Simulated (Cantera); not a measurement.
## Premixed flame

A freely propagating, adiabatic, planar premixed flame of CH4 : H2 : O2 : N2 : CO2 = 1 : 0.18 : 2.09 : 7.86 : 0.41 (molar parts), equivalence ratio 1.0, unburnt at 650 K and 0.178 atm; mixture-averaged transport, grid criteria slope 0.08 and curve 0.16, no radiation.

Model: GRI-Mech 3.0 (53 species, 325 reactions), integrated in Cantera. Burning velocities carry a grid error of a few per cent, more on coarse grids.

```csv
z (mm),T (K),u (m/s),x CH4,x H2,x O2,x NO2,x CO,x CO2
-4.63,650,1.95,0.0866,0.0160,0.181,<1e-8,4.56e-7,0.0355
-3.09,651,1.95,0.0865,0.0169,0.181,<1e-8,9.54e-6,0.0355
-2.31,654,1.96,0.0861,0.0184,0.180,<1e-8,7.23e-5,0.0354
-1.54,688,2.07,0.0836,0.0216,0.178,<1e-8,0.000929,0.0353
-0.772,965,2.95,0.0643,0.0282,0.156,<1e-8,0.0117,0.0362
-0.386,1326,4.10,0.0366,0.0316,0.119,<1e-8,0.0312,0.0395
0,1684,5.26,0.00975,0.0299,0.0735,<1e-8,0.0534,0.0464
0.386,1833,5.75,0.000994,0.0228,0.0448,<1e-8,0.0580,0.0552
0.772,1863,5.84,5.49e-5,0.0184,0.0338,<1e-8,0.0526,0.0629
1.54,1884,5.89,1.91e-7,0.0171,0.0284,<1e-8,0.0445,0.0720
3.09,1910,5.95,<1e-8,0.0172,0.0264,<1e-8,0.0397,0.0775
6.17,1947,6.04,<1e-8,0.0166,0.0251,<1e-8,0.0379,0.0796
12.3,2002,6.19,<1e-8,0.0152,0.0234,<1e-8,0.0363,0.0817
```
x: mole fraction of selected species; z is measured from the peak of heat release.

| Quantity | Value |
|---|---|
| laminar burning velocity | 195 cm/s |
| thermal thickness | 1.54 mm |
| peak x(CO) | 0.0585 |
| grid points | 145 |
